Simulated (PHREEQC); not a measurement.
Make-up at 22 °C: 5.7 mmol/kgw HBr, 0.069 mmol/kgw NaCl and 0.071 mmol/kgw KCl. Closed to the air; pH follows from the charge balance.

Model: ion-association model, phreeqc.dat, run in PHREEQC.

Each row changes one thing in this solution. This is a speciation only: nothing precipitates in the calculation.

```tsv
case	pH	ionic strength (mol/kgw)	SI of Sylvite (KCl)	SI of Halite (NaCl)
as made	2.28	0.00584	-8.96	-9.65
KCl from 7.1e-05 to 3.55e-05 mol/kgw	2.28	(withheld)	-9.39	-9.78
HBr from 0.0057 to 0.00855 mol/kgw	2.10	(withheld)	-8.97	-9.67
diluted 5-fold with water	2.96	(withheld)	(withheld)	(withheld)
0.0091 mol/kgw NH3 added	9.15	0.00585	-8.96	-9.65
```

Question: Complete the blanks.

Answer: 
- KCl from 7.1e-05 to 3.55e-05 mol/kgw, ionic strength (mol/kgw): 0.00581
- HBr from 0.0057 to 0.00855 mol/kgw, ionic strength (mol/kgw): 0.00869
- diluted 5-fold with water, ionic strength (mol/kgw): 0.00117
- diluted 5-fold with water, SI of Sylvite (KCl): -10.32
- diluted 5-fold with water, SI of Halite (NaCl): -11.01
